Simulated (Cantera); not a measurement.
What does this Cantera script print?

```python
import numpy as np
import cantera as ct

gas_names = """
    CL CL2 H HCL H2 Si SiCL SiCL2 SiCL3 SiCL4 SiH SiHCL3 SiH2 SiH2CL2 SiH3 SiH3CL SiH4 Si2 Si3
""".split()
cond_names = """
    Si(cr) Si(L)
""".split()


# ... load() reads the species with a 1 bar reference pressure and builds the phases ...
atoms = {
    'SiH2Cl2': {'Si': 1, 'H': 2, 'CL': 2},
    'HCl': {'H': 1, 'CL': 1},
    'H2': {'H': 2},
}
top_T = {}  # K; cautious upper limits of use, not melting points


# ... equilibrate(T, P, feed) seeds the gas with the atoms and calls Mixture.equilibrate('TP', solver="vcs", rtol=1e-11, max_steps=5000) ...
results = []
feed = {'SiH2Cl2': 1, 'HCl': 0.21, 'H2': 34}  # mol
P = 13332.2  # Pa
for T in [1648, 1698, 1748, 1798, 1848, 1898, 1948, 1998, 2048, 2098, 2148, 2198]:
    mix = equilibrate(T, P, feed)
    results.append((T, P, feed, dict(zip(mix.species_names, mix.species_moles))))

top = {s: max(r[3][s] / sum(r[3][g] for g in gas_names) for r in results) for s in gas_names}
cols = sorted((s for s in top if top[s] > 0.0001), key=lambda s: -top[s])[:5]
seen = [c for c in cond_names if any(r[3].get(c, 0) > 1e-12 for r in results)]
print("log10 of partial pressures in bar; condensed amounts in mol")
print(f"{'T/K':>10s}" + "".join(f"{s[:9]:>10s}" for s in cols + seen))
for T, P, feed, n in results:
    ng = sum(n[g] for g in gas_names)
    print(f"{T:10.4g}" + "".join(f"{np.log10(max(n[s] / ng * P / 1e5, 1e-99)):10.3f}" for s in cols)
          + "".join(f"{n.get(c, 0):10.4g}" for c in seen))
```

Result:

```
log10 of partial pressures in bar; condensed amounts in mol
       T/K        H2       HCL         H     SiCL2        Si    Si(cr)     Si(L)
      1648    -0.899    -2.220    -4.500    -2.991    -6.589    0.7157         0
      1698    -0.899    -2.221    -4.289    -2.987    -6.183         0    0.7138
      1748    -0.899    -2.214    -4.091    -3.005    -5.837         0     0.726
      1798    -0.900    -2.207    -3.903    -3.024    -5.511         0    0.7366
      1848    -0.900    -2.202    -3.726    -3.042    -5.203         0    0.7456
      1898    -0.900    -2.197    -3.557    -3.061    -4.911         0    0.7525
      1948    -0.901    -2.193    -3.397    -3.079    -4.634         0    0.7566
      1998    -0.902    -2.190    -3.246    -3.097    -4.371         0    0.7567
      2048    -0.903    -2.187    -3.101    -3.116    -4.122         0     0.751
      2098    -0.904    -2.185    -2.964    -3.135    -3.884         0    0.7366
      2148    -0.906    -2.184    -2.833    -3.154    -3.658         0    0.7095
      2198    -0.908    -2.184    -2.708    -3.174    -3.442         0    0.6635
```

These are equilibrium values from Cantera (NASA tables, ideal gas, pure condensed phases), not measurements of a reactor. The tables' values for SiCl, SiCl3 are old estimates; treat these amounts as uncertain. Gases not in the tables: Si2H6 and higher silanes.
